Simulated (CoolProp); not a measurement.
The numbers come from the reference Helmholtz-energy equation of state, Wu 2012 in CoolProp.

Give the vapour pressure (kPa), enthalpy of vaporisation (kJ/kg), liquid cp (kJ/(kg K)), vapour Z of saturated fluoroethane (R161) at 315.5 K.


```
T (K)  p (kPa)  enthalpy of vaporisation (kJ/kg)  liquid cp (kJ/(kg K))  vapour Z
-----  -------  --------------------------------  ---------------------  --------
315.5     1440                               307                   2.45     0.774
```
